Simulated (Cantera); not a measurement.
Charge: 1 mol TEOS, 2.2 mol NO, 16 mol N₂, held at 1598 K and 0.0100 bar.

Method: chemical equilibrium by Gibbs-energy minimisation in Cantera with the NASA 1993 tables (ideal gas, pure condensed phases). Candidate condensed phases: C, C₆H₆, C₇H₈, C₈H₁₈, H₂O, Si, SiC, SiO₂, Si₂N₂O, Si₃N₄; 151 gas species. The feed counts by its element totals alone. Equilibrium is a limit: real reactors are often held back by kinetics, nucleation or transport.

Base state: N₂ 0.513, H₂ 0.300, CO 0.186, HCN 0.000793, SiO 0.000534, H 0.000291, HNC 1.80e-5 (mole fractions); condensed: C(graphite) + SiC(s).

Problem. What changes in the equilibrium state with this change: temperature from 1598 K to 948.15 K?

Solution. 
| species | before | after |
|---|---|---|
| N₂ | 0.513 | 0.547 |
| H₂ | 0.300 | 0.319 |
| CO | 0.186 | 0.133 |
| SiO | 0.000534 | <1e-9 |
| H | 0.000291 | 2.97e-9 |
| HNC | 1.80e-5 | <1e-9 |
| CO₂ | 1.02e-7 | 0.000310 |
| HCN | 0.000793 | 9.02e-7 |
| C(graphite), mol | 0.808 | 3.82 |
| SiC(s), mol | 0.982 | 0 |
| SiO₂(β-quartz), mol | 0 | 1.00 |
